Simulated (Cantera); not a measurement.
Feed: 1 mol SiHCl3, 2.7 mol HCl, 21 mol N2, held at 873.15 K and 0.0240 bar.

These are equilibrium values from Cantera (NASA tables, ideal gas, pure condensed phases), not measurements of a reactor. Candidate condensed phases: NH4Cl, Si, Si3N4; 28 gas species. N2 is the only nitrogen source here; it is nearly inert below about 1500 K, so the nitride shown seldom forms there in practice. Equilibrium is a limit: real reactors are often held back by kinetics, nucleation or transport.

Base state: N2 0.842, HCl 0.101, SiCl4 0.0322, H2 0.0240, SiHCl3 1.64e-5 (mole fractions); condensed: Si3N4(s).

Question: What changes in the equilibrium state with this change: pressure from 0.0240 bar to 1.20 bar?

Answer: 
```tsv
species	before	after
N2	0.842	0.846
HCl	0.101	0.0863
SiCl4	0.0322	0.0360
H2	0.0240	0.0316
SiHCl3	1.64e-5	2.83e-5
Si3N4(s), mol	0.0675	0.0363
```

Question: What changes in the equilibrium state with this change: SiHCl3 replaced by Si2Cl6?

Answer: 
| species | before | after |
|---|---|---|
| N2 | 0.842 | 0.837 |
| HCl | 0.101 | 0.0851 |
| SiCl4 | 0.0322 | 0.0663 |
| H2 | 0.0240 | 0.0118 |
| SiHCl3 | 1.64e-5 | 1.98e-5 |
| Si3N4(s), mol | 0.0675 | 0.118 |
The feed counts by its element totals alone.
